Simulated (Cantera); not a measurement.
Cantera run:

```python
import numpy as np
import cantera as ct

gas_names = """
    CL CL2 H HCL H2 Si SiCL SiCL2 SiCL3 SiCL4 SiH SiHCL3 SiH2 SiH2CL2 SiH3 SiH3CL SiH4 Si2 Si3
""".split()
cond_names = """
    Si(cr) Si(L)
""".split()


# ... load() reads the species with a 1 bar reference pressure and builds the phases ...
atoms = {
    'Si': {'Si': 1},
    'HCl': {'H': 1, 'CL': 1},
    'H2': {'H': 2},
}
top_T = {}  # K; cautious upper limits of use, not melting points


# ... equilibrate(T, P, feed) seeds the gas with the atoms and calls Mixture.equilibrate('TP', solver="vcs", rtol=1e-11, max_steps=5000) ...
results = []
feed = {'Si': 1, 'HCl': 0.73, 'H2': 6.8}  # mol
T = 1698.15  # K
P = 300000  # Pa
mix = equilibrate(T, P, feed)
results.append((T, P, feed, dict(zip(mix.species_names, mix.species_moles))))
print(gas.report(threshold=1e-06))
for i in range(1, mix.n_phases):
    print(f"{mix.phase(i).name:16s} {mix.phase_moles(i):12.5e} mol")
```

It prints:

```
       temperature   1698.2 K
          pressure   3e+05 Pa
           density   0.12414 kg/m^3
  mean mol. weight   5.8423 kg/kmol
   phase of matter   gas

                          1 kg             1 kmol
                     ---------------   ---------------
          enthalpy        5.9105e+06        3.4531e+07  J
   internal energy        3.4938e+06        2.0412e+07  J
           entropy             31420        1.8357e+05  J/K
    Gibbs function       -4.7445e+07       -2.7719e+08  J
 heat capacity c_p            5774.3             33735  J/K
 heat capacity c_v            4351.1             25421  J/K

                      mass frac. Y      mole frac. X     chem. pot. / RT
                     ---------------   ---------------   ---------------
                CL         2.499e-05        4.1185e-06           -25.046
                 H        1.3851e-05        8.0281e-05           -8.9771
               HCL           0.37957          0.060826           -34.023
                H2           0.31819            0.9221           -17.954
              SiCL        4.2985e-05        3.9527e-06           -29.963
             SiCL2           0.24422          0.014414           -55.009
             SiCL3          0.029563         0.0012848           -80.056
             SiCL4         0.0065812        0.00022633            -105.1
            SiHCL3          0.015312        0.00066048           -89.033
              SiH2        6.6435e-05        1.2894e-05           -22.871
           SiH2CL2         0.0058061        0.00033585           -72.964
            SiH3CL        0.00059031        5.1816e-05           -56.894
              SiH4        1.7589e-05        3.1996e-06           -40.825
     [   +6 minor]        4.6248e-06        9.2371e-07

Si(L)             8.72270e-01 mol
```

Equilibrium computed with Cantera from the NASA thermochemical tables; the gas is ideal and each condensed phase is pure. The tables' values for SiCl3 are old estimates; treat these amounts as uncertain. Gases not in the tables: Si2H6 and higher silanes.
